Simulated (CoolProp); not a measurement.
Properties of chloromethane (R40) along the isobar 8.55 MPa (Tc = 418.6 K, pc = 6.929 MPa, ω = 0.150).

Computed with CoolProp (reference Helmholtz-energy equation of state, Thol 2014).

| T (K) | phase | density (kg/m³) | cv (kJ/(kg K)) | isothermal compressibility (1/MPa) | fugacity coefficient |
|---|---|---|---|---|---|
| 243.5 | liquid | 1024 | 1.057 | 0.001180 | 0.01099 |
| 255 | liquid | 1005 | 1.027 | 0.001317 | 0.01781 |
| 266.5 | liquid | 985.5 | 1.003 | 0.001479 | 0.02742 |
| 278 | liquid | 965.5 | 0.9837 | 0.001672 | 0.04037 |
| 289.5 | liquid | 944.8 | 0.9693 | 0.001903 | 0.05720 |
| 301 | liquid | 923.5 | 0.9589 | 0.002185 | 0.07836 |
| 312.5 | liquid | 901.3 | 0.9521 | 0.002533 | 0.1042 |
| 324 | liquid | 878.1 | 0.9485 | 0.002972 | 0.1349 |
| 335.5 | liquid | 853.7 | 0.9478 | 0.003539 | 0.1707 |
| 346.9 | liquid | 828.1 | 0.9498 | 0.004285 | 0.2109 |
| 358.4 | liquid | 800.5 | 0.9545 | 0.005324 | 0.2563 |
| 369.9 | liquid | 770.4 | 0.9620 | 0.006834 | 0.3060 |
| 381.4 | liquid | 737.1 | 0.9728 | 0.009193 | 0.3596 |
| 392.9 | liquid | 698.7 | 0.9878 | 0.01330 | 0.4162 |
| 404.4 | liquid | 652.0 | 1.009 | 0.02182 | 0.4749 |
| 415.9 | liquid | 588.3 | 1.043 | 0.04663 | 0.5341 |
